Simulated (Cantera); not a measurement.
A Cantera script and what it prints.

```python
import numpy as np
import cantera as ct

gas_names = """
    AL ALN ALO ALO2 AL2 AL2O AL2O2 N NO NO2 NO3 N2 N2O O O2 O3
""".split()
cond_names = """
    AL(cr) AL(L) ALN(s) AL2O3(a) AL2O3(L)
""".split()


# ... load() reads the species with a 1 bar reference pressure and builds the phases ...
atoms = {
    'Al2O3': {'AL': 2, 'O': 3},
    'N2': {'N': 2},
}
top_T = {'ALN(s)': 2750}  # K; cautious upper limits of use, not melting points


# ... equilibrate(T, P, feed) seeds the gas with the atoms and calls Mixture.equilibrate('TP', solver="vcs", rtol=1e-11, max_steps=5000) ...
results = []
feed = {'Al2O3': 1, 'N2': 0.015}  # mol
T = 2473.15  # K
P = 101325  # Pa
mix = equilibrate(T, P, feed)
results.append((T, P, feed, dict(zip(mix.species_names, mix.species_moles))))
x = sorted(zip(gas.X, gas.species_names), reverse=True)
print(f"T = {T:g} K  P = {P:g} Pa  gas = {mix.phase_moles(0):.4g} mol")
print("   x: " + "  ".join(f"{s} {v:.3e}" for v, s in x if v > 1e-05))
print("   condensed (mol): " + ("  ".join(f"{mix.phase(i).name} {mix.phase_moles(i):.4g}"
      for i in range(1, mix.n_phases) if mix.phase_moles(i) > 1e-12) or "none"))
```

Result:

```
T = 2473.15 K  P = 101325 Pa  gas = 0.015 mol
   x: N2 1.000e+00  NO 1.878e-05  AL 1.182e-05
   condensed (mol): AL2O3(L) 1
```

These are equilibrium values from Cantera (NASA tables, ideal gas, pure condensed phases), not measurements of a reactor.
